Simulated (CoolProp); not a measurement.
Vapour-liquid equilibrium of R113 (1) + n-hexane (2) at 41.2 kPa; x and y are mole fractions of (1).

Computed with CoolProp (multi-fluid Helmholtz-energy mixture model, Marx 1992 and Thol 2019; pair parameters Bell 2016).

```csv
x,bubble temperature (°C),y at the bubble point,dew temperature at overall composition x (°C),liquid density (mol/L)
0.05,40.3,0.127,41.7,7.463
0.15,36.6,0.318,39.9,7.563
0.25,33.7,0.455,38.0,7.658
0.35,31.4,0.560,35.9,7.750
0.45,29.5,0.645,33.8,7.841
0.55,28.0,0.718,31.6,7.932
0.65,26.6,0.784,29.4,8.025
0.75,25.4,0.845,27.3,8.119
0.85,24.3,0.906,25.3,8.217
0.95,23.3,0.968,23.6,8.317
```

No azeotrope shows between x = 0.05 and 0.95.

Pair parameters are fitted to limited data, so mixtures are less certain than the pure fluids.
